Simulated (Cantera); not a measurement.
What does this Cantera script print?

```python
import numpy as np
import cantera as ct

gas_names = """
    C CH CH2 CH3 CH2OH CH3O CH4 CH3OH CN CO CO2 COOH C2 C2H CHCO,ketyl C2H2,acetylene C2H2,vinylidene
    CH2CO,ketene C2H3,vinyl CH3CN CH3CO,acetyl C2H4 C2H4O,ethylen CH3CHO,ethanal CH3COOH (HCOOH)2 C2H5
    C2H6 CH3OCH3 C2H5OH CCN CNC C2N2 C2O C3 C3H3,propargyl C3H4,allene C3H4,propyne C3H4,cyclo-
    C3H5,allyl C3H6,propylene C3H6,cyclo- C3H6O C3H7,n-propyl C3H7,i-propyl C3H8 C3H8O,1propanol
    C3H8O,2propanol C3O2 C4 C4H2 C4H4,1,3-cyclo- C4H6,butadiene C4H6,2-butyne C4H6,cyclo- C4H8,1-butene
    C4H8,cis2-buten C4H8,tr2-butene C4H8,isobutene C4H8,cyclo- (CH3COOH)2 C4H9,n-butyl C4H9,i-butyl
    C4H9,s-butyl C4H9,t-butyl C4H10,isobutane C4H10,n-butane C4N2 C5 C5H6,1,3cyclo- C5H8,cyclo-
    C5H10,1-pentene C5H10,cyclo- C5H11,pentyl C5H11,t-pentyl C5H12,n-pentane C5H12,i-pentane
    CH3C(CH3)2CH3 C6H2 C6H5,phenyl C6H5O,phenoxy C6H6 C6H5OH,phenol C6H10,cyclo- C6H12,1-hexene
    C6H12,cyclo- C6H13,n-hexyl C7H7,benzyl C7H8 C7H8O,cresol C7H14,1-heptene C7H15,n-heptyl
    C7H16,n-heptane C8H8,styrene C8H10,ethylbenz C8H16,1-octene C8H17,n-octyl C8H18,isooctane
    C8H18,n-octane C9H19,n-nonyl C10H8,naphthale C10H21,n-decyl C12H9,o-bipheny C12H10,bipheny H HCN HCO
    HCCN HNC HNCO HNO HNO2 HNO3 HO2 H2 HCHO,formaldehy HCOOH H2O H2O2 N NCO NH NH2 NH3 NH2OH NO NO2 NO3
    N2 N2H2 N2H4 N2O O OH O2 O3 Si SiC SiC2 SiC4H12 SiH SiH2 SiH3 SiH4 SiN SiO SiO2 Si2 Si2C Si2N Si3
""".split()
cond_names = """
    C(gr) C6H6(L) C7H8(L) C8H18(L),n-octa H2O(s) H2O(L) Si(cr) Si(L) SiC(b) SiO2(Lqz) SiO2(hqz) SiO2(L)
    Si2N2O(s) Si3N4(a)
""".split()


def load(file, names, dense=False):
    # The tables refer to 1 bar. Condensed volumes are neglected.
    table = {s.name: s for s in ct.Species.list_from_file(file)}
    out = []
    for n in names:
        d = dict(table[n].input_data)
        d["thermo"] = dict(d["thermo"], **{"reference-pressure": 1e5})
        if dense:
            d["equation-of-state"] = {"model": "constant-volume", "density": "1e6 g/cm^3"}
        out.append(ct.Species.from_dict(d))
    return out


gas = ct.Solution(thermo="ideal-gas", species=load("nasa_gas.yaml", gas_names))
cond = {s.name: ct.Solution(thermo="fixed-stoichiometry", species=[s], name=s.name)
        for s in load("nasa_condensed.yaml", cond_names, dense=True)}
atoms = {
    'Si3N4': {'Si': 3, 'N': 4},
    'O2': {'O': 2},
    'H2': {'H': 2},
    'CO2': {'C': 1, 'O': 2},
}
top_T = {'C(gr)': 4500, 'SiC(b)': 3050, 'Si2N2O(s)': 2100, 'Si3N4(a)': 2400}  # K; cautious upper limits of use, not melting points


def equilibrate(T, P, feed):
    n = {}
    for name, mol in feed.items():
        for a, k in atoms[name].items():
            n[a] = n.get(a, 0.0) + k * mol
    gas.TPX = T, P, n
    mass = sum(n.values()) * gas.mean_molecular_weight
    gas.equilibrate("TP")
    valid = [c for c in cond.values() if c.min_temp <= T <= top_T.get(c.name, c.max_temp)]
    mix = ct.Mixture([(gas, mass / gas.mean_molecular_weight)] + [(c, 0.0) for c in valid])
    mix.T, mix.P = T, P
    mix.equilibrate("TP", solver="vcs", rtol=1e-11, max_steps=5000)
    return mix


results = []
feed = {'Si3N4': 1, 'O2': 0.23, 'H2': 130, 'CO2': 0.8}  # mol
P = 100000  # Pa
for T in [948, 1048, 1148, 1248, 1348, 1448, 1548, 1648, 1748, 1848, 1948, 2048, 2148]:
    mix = equilibrate(T, P, feed)
    results.append((T, P, feed, dict(zip(mix.species_names, mix.species_moles))))
    x = sorted(zip(gas.X, gas.species_names), reverse=True)
    print(f"T = {T:g} K  P = {P:g} Pa  gas = {mix.phase_moles(0):.4g} mol")
    print("   x: " + "  ".join(f"{s} {v:.3e}" for v, s in x if v > 1e-05))
    print("   condensed (mol): " + ("  ".join(f"{mix.phase(i).name} {mix.phase_moles(i):.4g}"
          for i in range(1, mix.n_phases) if mix.phase_moles(i) > 1e-12) or "none"))
```

Result:

```
T = 948 K  P = 100000 Pa  gas = 129.9 mol
   x: H2 9.885e-01  CH4 6.159e-03  N2 5.250e-03  NH3 5.959e-05  H2O 1.947e-05
   condensed (mol): SiO2(hqz) 0.3716  Si2N2O(s) 1.314
T = 1048 K  P = 100000 Pa  gas = 129.9 mol
   x: H2 9.885e-01  CH4 6.140e-03  N2 5.254e-03  H2O 3.238e-05  NH3 3.059e-05  CO 1.886e-05
   condensed (mol): SiO2(hqz) 0.3689  Si2N2O(s) 1.316
T = 1148 K  P = 100000 Pa  gas = 129.9 mol
   x: H2 9.886e-01  CH4 5.896e-03  N2 5.173e-03  CO 2.601e-04  H2O 4.875e-05  NH3 1.741e-05
   condensed (mol): SiO2(hqz) 0.3466  Si2N2O(s) 1.327
T = 1248 K  P = 100000 Pa  gas = 130.3 mol
   x: H2 9.891e-01  N2 4.658e-03  CH4 4.383e-03  CO 1.754e-03  H2O 6.641e-05  NH3 1.034e-05
   condensed (mol): SiO2(hqz) 0.2152  Si2N2O(s) 1.392
T = 1348 K  P = 100000 Pa  gas = 130.8 mol
   x: H2 9.900e-01  CO 4.208e-03  N2 3.816e-03  CH4 1.901e-03  H2O 7.310e-05
   condensed (mol): Si2N2O(s) 1.5
T = 1448 K  P = 100000 Pa  gas = 130.8 mol
   x: H2 9.900e-01  CO 4.261e-03  N2 3.808e-03  CH4 1.825e-03  HCN 2.477e-05  H2O 1.916e-05
   condensed (mol): Si2N2O(s) 1.5
T = 1548 K  P = 100000 Pa  gas = 130.8 mol
   x: H2 9.901e-01  CO 4.269e-03  N2 3.786e-03  CH4 1.738e-03  HCN 7.764e-05  H 3.064e-05  C2H2,acetylene 1.160e-05  SiO 1.061e-05
   condensed (mol): Si2N2O(s) 1.499
T = 1648 K  P = 100000 Pa  gas = 131.1 mol
   x: H2 9.903e-01  CO 4.644e-03  N2 4.268e-03  CH4 5.012e-04  SiO 1.097e-04  H 8.862e-05  HCN 6.774e-05
   condensed (mol): SiC(b) 0.1143  Si2N2O(s) 1.436
T = 1748 K  P = 100000 Pa  gas = 131.4 mol
   x: H2 9.893e-01  N2 4.909e-03  CO 4.508e-03  SiO 8.753e-04  H 2.273e-04  CH4 1.409e-04  HCN 5.160e-05  H2O 1.059e-05
   condensed (mol): SiC(b) 0.1816  Si2N2O(s) 1.352
T = 1848 K  P = 100000 Pa  gas = 132 mol
   x: H2 9.845e-01  N2 7.198e-03  SiO 4.275e-03  CO 3.392e-03  H 5.261e-04  HCN 4.609e-05  CH4 4.534e-05  SiH2 1.720e-05  H2O 1.064e-05
   condensed (mol): SiC(b) 0.3395  Si2N2O(s) 1.047
T = 1948 K  P = 100000 Pa  gas = 134.1 mol
   x: H2 9.684e-01  N2 1.487e-02  SiO 1.232e-02  CO 3.032e-03  H 1.112e-03  SiH2 7.588e-05  HCN 6.455e-05  Si 2.323e-05  CH4 2.065e-05  SiH 1.757e-05
   condensed (mol): Si(L) 0.9505  SiC(b) 0.381
T = 2048 K  P = 100000 Pa  gas = 134.2 mol
   x: H2 9.672e-01  N2 1.482e-02  SiO 1.088e-02  CO 4.458e-03  H 2.202e-03  HCN 1.384e-04  SiH2 1.341e-04  Si 7.557e-05  SiH 4.517e-05  CH4 2.286e-05
   condensed (mol): Si(L) 1.326  SiC(b) 0.1772
T = 2148 K  P = 100000 Pa  gas = 134.4 mol
   x: H2 9.650e-01  N2 1.475e-02  SiO 9.696e-03  CO 5.630e-03  H 4.094e-03  HCN 2.465e-04  SiH2 2.242e-04  Si 2.200e-04  SiH 1.061e-04  CH4 2.239e-05  HNC 1.798e-05  C2H2,acetylene 1.228e-05
   condensed (mol): Si(L) 1.617
```

These are equilibrium values from Cantera (NASA tables, ideal gas, pure condensed phases), not measurements of a reactor. Mutual solubility and eutectic melting of coexisting phases are not modelled. The tables hold silica as quartz up to 1696 K and as liquid above; real silica turns to tridymite and cristobalite and melts near 1996 K. Gases not in the tables: Si2H6 and higher silanes.
